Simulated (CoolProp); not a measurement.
The fluid at 298.15 K and 0.0268 MPa is throttled through a valve to 0.0183 MPa with no heat exchange. The same conditions are run with several fluids, on thermodynamics alone (safety and materials aside).

Model: reference Helmholtz-energy equation of state of each fluid (R142b: Lemmon 2006; R404A: Lemmon 2003; methane: Setzmann 1991; R1132(E): Akasaka 2024; R410A: Lemmon 2003), in CoolProp. Blends and air are pseudo-pure fits.

| fluid | temperature change (K) | final density (kg/m³) |
|---|---|---|
| R142b | -0.2 | 0.746 |
| R404A | -0.1 | 0.723 |
| methane | [?] | [?] |
| R1132(E) | -0.1 | [?] |
| R410A | -0.2 | 0.537 |

Complete the blanks.


- methane, temperature change (K): -0.0
- methane, final density (kg/m³): 0.118
- R1132(E), final density (kg/m³): 0.474
